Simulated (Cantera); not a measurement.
A Cantera script and what it prints.

```python
import numpy as np
import cantera as ct

gas_names = """
    CL CL2 H HCL H2 N NH NH2 NH3 N2 N2H2 N2H4 Si SiCL SiCL2 SiCL3 SiCL4 SiH SiHCL3 SiH2 SiH2CL2 SiH3
    SiH3CL SiH4 SiN Si2 Si2N Si3
""".split()
cond_names = """
    NH4CL(a) NH4CL(b) Si(cr) Si(L) Si3N4(a)
""".split()


def load(file, names, dense=False):
    # The tables refer to 1 bar. Condensed volumes are neglected.
    table = {s.name: s for s in ct.Species.list_from_file(file)}
    out = []
    for n in names:
        d = dict(table[n].input_data)
        d["thermo"] = dict(d["thermo"], **{"reference-pressure": 1e5})
        if dense:
            d["equation-of-state"] = {"model": "constant-volume", "density": "1e6 g/cm^3"}
        out.append(ct.Species.from_dict(d))
    return out


gas = ct.Solution(thermo="ideal-gas", species=load("nasa_gas.yaml", gas_names))
cond = {s.name: ct.Solution(thermo="fixed-stoichiometry", species=[s], name=s.name)
        for s in load("nasa_condensed.yaml", cond_names, dense=True)}
atoms = {
    'Si3N4': {'Si': 3, 'N': 4},
    'Cl2': {'CL': 2},
    'H2': {'H': 2},
}
top_T = {'Si3N4(a)': 2400}  # K; cautious upper limits of use, not melting points


def equilibrate(T, P, feed):
    n = {}
    for name, mol in feed.items():
        for a, k in atoms[name].items():
            n[a] = n.get(a, 0.0) + k * mol
    gas.TPX = T, P, n
    mass = sum(n.values()) * gas.mean_molecular_weight
    gas.equilibrate("TP")
    valid = [c for c in cond.values() if c.min_temp <= T <= top_T.get(c.name, c.max_temp)]
    mix = ct.Mixture([(gas, mass / gas.mean_molecular_weight)] + [(c, 0.0) for c in valid])
    mix.T, mix.P = T, P
    mix.equilibrate("TP", solver="vcs", rtol=1e-11, max_steps=5000)
    return mix


results = []
feed = {'Si3N4': 1, 'Cl2': 1.7, 'H2': 32}  # mol
P = 13  # Pa
for T in [1200, 1275, 1350, 1425, 1500, 1575, 1650, 1725]:
    mix = equilibrate(T, P, feed)
    results.append((T, P, feed, dict(zip(mix.species_names, mix.species_moles))))

top = {s: max(r[3][s] / sum(r[3][g] for g in gas_names) for r in results) for s in gas_names}
cols = sorted((s for s in top if top[s] > 1e-05), key=lambda s: -top[s])[:5]
seen = [c for c in cond_names if any(r[3].get(c, 0) > 1e-12 for r in results)]
print("log10 of partial pressures in bar; condensed amounts in mol")
print(f"{'T/K':>10s}" + "".join(f"{s[:9]:>10s}" for s in cols + seen))
for T, P, feed, n in results:
    ng = sum(n[g] for g in gas_names)
    print(f"{T:10.4g}" + "".join(f"{np.log10(max(n[s] / ng * P / 1e5, 1e-99)):10.3f}" for s in cols)
          + "".join(f"{n.get(c, 0):10.4g}" for c in seen))
```

It prints:

```
log10 of partial pressures in bar; condensed amounts in mol
       T/K        H2       HCL        N2     SiCL2         H    Si(cr)     Si(L)  Si3N4(a)
      1200    -3.931    -4.922    -6.437    -6.279    -8.670         0         0    0.9525
      1275    -3.930    -4.973    -6.101    -5.932    -8.098         0         0    0.8966
      1350    -3.931    -5.045    -5.752    -5.711    -7.588    0.1828         0    0.7675
      1425    -3.950    -5.072    -5.138    -5.713    -7.141     2.466         0         0
      1500    -3.950    -5.078    -5.138    -5.700    -6.729     2.446         0         0
      1575    -3.951    -5.085    -5.139    -5.690    -6.357     2.415         0         0
      1650    -3.954    -5.094    -5.140    -5.684    -6.018     2.337         0         0
      1725    -3.960    -5.099    -5.145    -5.700    -5.711         0     2.119         0
```

Cantera equilibrium calculation (NASA polynomials, part measured and part estimated; ideal gas, pure solids and liquids). Mutual solubility and eutectic melting of coexisting phases are not modelled. The tables' values for SiCl, SiCl3, SiN are old estimates; treat these amounts as uncertain. Gases not in the tables: Si2H6 and higher silanes.
